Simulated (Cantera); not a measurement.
Mixture: CH₄ : C₂H₆ : C₃H₈ : O₂ : N₂ = 1 : 0.079 : 0.45 : 2.66 : 10 (molar parts), equivalence ratio 1.7, at 5330 Torr, adiabatic and at constant pressure. Ignition delay is the time to a rise of 400 K.

Computed with Cantera and GRI-Mech 3.0 (53 species, 325 reactions). GRI-Mech 3.0 was tuned for natural gas; its chemistry of propane as a main component is partial and can be far from experiment.

Problem. What does this change do: pressure from 5330 Torr to 248 Torr?

Solution. 
| quantity | before | after |
|---|---|---|
| delay at 1000 K | 36.7 ms | 0.686 s |
| delay at 1100 K | 8.79 ms | 83.5 ms |
| delay at 1200 K | 1.90 ms | 11.5 ms |
| delay at 1300 K | 0.414 ms | 2.23 ms |
| delay at 1400 K | 0.107 ms | 0.632 ms |
| apparent activation energy between 1350 and 1450 K | 200 kJ/mol | 180 kJ/mol |
